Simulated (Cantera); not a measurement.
Input (Python, Cantera) and output of one run.

```python
import numpy as np
import cantera as ct

gas_names = """
    CL CL2 H HCL H2 Si SiCL SiCL2 SiCL3 SiCL4 SiH SiHCL3 SiH2 SiH2CL2 SiH3 SiH3CL SiH4 Si2 Si3
""".split()
cond_names = """
    Si(cr) Si(L)
""".split()


def load(file, names, dense=False):
    # The tables refer to 1 bar. Condensed volumes are neglected.
    table = {s.name: s for s in ct.Species.list_from_file(file)}
    out = []
    for n in names:
        d = dict(table[n].input_data)
        d["thermo"] = dict(d["thermo"], **{"reference-pressure": 1e5})
        if dense:
            d["equation-of-state"] = {"model": "constant-volume", "density": "1e6 g/cm^3"}
        out.append(ct.Species.from_dict(d))
    return out


gas = ct.Solution(thermo="ideal-gas", species=load("nasa_gas.yaml", gas_names))
cond = {s.name: ct.Solution(thermo="fixed-stoichiometry", species=[s], name=s.name)
        for s in load("nasa_condensed.yaml", cond_names, dense=True)}
atoms = {
    'SiCl4': {'Si': 1, 'CL': 4},
    'Cl2': {'CL': 2},
    'H2': {'H': 2},
}
top_T = {}  # K; cautious upper limits of use, not melting points


def equilibrate(T, P, feed):
    n = {}
    for name, mol in feed.items():
        for a, k in atoms[name].items():
            n[a] = n.get(a, 0.0) + k * mol
    gas.TPX = T, P, n
    mass = sum(n.values()) * gas.mean_molecular_weight
    gas.equilibrate("TP")
    valid = [c for c in cond.values() if c.min_temp <= T <= top_T.get(c.name, c.max_temp)]
    mix = ct.Mixture([(gas, mass / gas.mean_molecular_weight)] + [(c, 0.0) for c in valid])
    mix.T, mix.P = T, P
    mix.equilibrate("TP", solver="vcs", rtol=1e-11, max_steps=5000)
    return mix


results = []
feed = {'SiCl4': 1, 'Cl2': 0.68, 'H2': 2.5}  # mol
T = 800  # K
P = 98000  # Pa
mix = equilibrate(T, P, feed)
results.append((T, P, feed, dict(zip(mix.species_names, mix.species_moles))))
x = sorted(zip(gas.X, gas.species_names), reverse=True)
print(f"T = {T:g} K  P = {P:g} Pa  gas = {mix.phase_moles(0):.4g} mol")
print("   x: " + "  ".join(f"{s} {v:.3e}" for v, s in x if v > 0.001))
print("   condensed (mol): " + ("  ".join(f"{mix.phase(i).name} {mix.phase_moles(i):.4g}"
      for i in range(1, mix.n_phases) if mix.phase_moles(i) > 1e-12) or "none"))
```

Output:

```
T = 800 K  P = 98000 Pa  gas = 4.18 mol
   x: H2 4.351e-01  HCL 3.256e-01  SiCL4 2.389e-01
   condensed (mol): none
```

Cantera equilibrium calculation (NASA polynomials, part measured and part estimated; ideal gas, pure solids and liquids).
